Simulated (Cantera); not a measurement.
Feed: 1 mol Si₂Cl₆, 5.6 mol NH₃, 3.6 mol N₂, held at 0.000460 bar.

Cantera equilibrium calculation (NASA polynomials, part measured and part estimated; ideal gas, pure solids and liquids). Candidate condensed phases: NH₄Cl, Si, Si₃N₄; 28 gas species. The feed counts by its element totals alone. Rates play no part. All values below are at 552 °C.

Base state: H₂ 0.350, HCl 0.323, N₂ 0.316, SiCl₄ 0.0106, SiHCl₃ 1.43e-5 (mole fractions); condensed: Si₃N₄(s).

**Question.** What changes in the equilibrium state with this change: N₂ from 3.6 to 11 mol?

**Answer.** 
```tsv
species	before	after
N₂	0.316	0.526
H₂	0.350	0.236
HCl	0.323	0.234
SiCl₄	0.0106	0.00457
SiHCl₃	1.43e-5	5.70e-6
Si₃N₄(s), mol	0.608	0.630
```
